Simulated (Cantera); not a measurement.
Feed: 1 mol Ti(OiPr)₄, 0.13 mol O₂, 220 mol H₂, at 1950 K and 10000 Pa.

Method: chemical equilibrium by Gibbs-energy minimisation in Cantera with the NASA 1993 tables (ideal gas, pure condensed phases). Candidate condensed phases: C, C₆H₆, C₇H₈, C₈H₁₈, H₂O, Ti, TiC, TiO, TiO₂, Ti₂O₃, Ti₃O₅, Ti₄O₇; 113 gas species. The feed counts by its element totals alone. TiC: taken at fixed stoichiometry. Rates play no part.

Base state: H₂ 0.978, CO 0.0178, H 0.00358, C₂H₂ (acetylene) 0.000535, CH₄ 4.65e-5 (mole fractions); condensed: C(graphite) + TiC(s).

Q: What changes in the equilibrium state with this change: O₂ from 0.13 to 14 mol?

A: 
```json
[
 {"species": "H₂", "before": "0.978", "after": "0.874"},
 {"species": "H₂O", "before": "2.51e-7", "after": "0.0735"},
 {"species": "CO", "before": "0.0178", "after": "0.0478"},
 {"species": "CO₂", "before": "1.04e-9", "after": "0.000913"},
 {"species": "C₂H₂ (acetylene)", "before": "0.000535", "after": "<1e-9"},
 {"species": "CH₄", "before": "4.65e-5", "after": "<1e-9"},
 {"species": "OH", "before": "<1e-9", "after": "2.59e-5"},
 {"species": "C(graphite), mol", "before": "6.47", "after": "0"},
 {"species": "TiC(s), mol", "before": "1.000", "after": "0"},
 {"species": "Ti₃O₅(s), mol", "before": "0", "after": "0.333"}
]
```
